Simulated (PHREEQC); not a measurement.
A made-up water analysis in mmol/kgw, 15 °C, pH 2.11, pe 8.2: Na 1.26; K 3.07; Ca 1.72; Mg 0.3; Cl 3.02; S(6) 10.4; N(5) 0.000897; B 0.00979; Si 0.0326; Cu(2) 0.00895; Li 0.0329.

Valence states are taken as typed.

All values are PHREEQC results (ion-association model, wateq4f.dat), not measurements.

No solid was allowed to form.

**Question.** What ionic strength, charge-balance error does the model give?

**Answer.** ionic strength 0.0263 mol/kgw; charge-balance error -10.7 %.

**Question.** In which forms is Cu present?

**Answer.** Cu+2 71 %, CuSO4 29 % of the Cu.
